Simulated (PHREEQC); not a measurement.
A made-up water analysis in mg/kgw, 40 °C, pH 7.73, pe 10.1:

| constituent | mg/kgw |
|---|---|
| Na | 1760 |
| K | 43.8 |
| Ca | 185 |
| Mg | 40.4 |
| Cl | 2850 |
| S(6) as SO4 | 358 |
| Alkalinity as HCO3 | 15.1 |
| B | 2.52 |

Cl is adjusted to close the charge balance.
Valence states are taken as typed.

The numbers come from PHREEQC with the ion-association model, wateq4f.dat.

Question: The ionic strength comes out as 0.0971 mol/kgw. What activity coefficients do K+, NaSO4-, Na+, Mg+2, KSO4- get?

Answer: K+ 0.76, NaSO4- 0.79, Na+ 0.78, Mg+2 0.40, KSO4- 0.79.

Precipitation was switched off in this run. Complexes and solids missing from the database can't appear. Constants without temperature data keep their 25 °C values here.
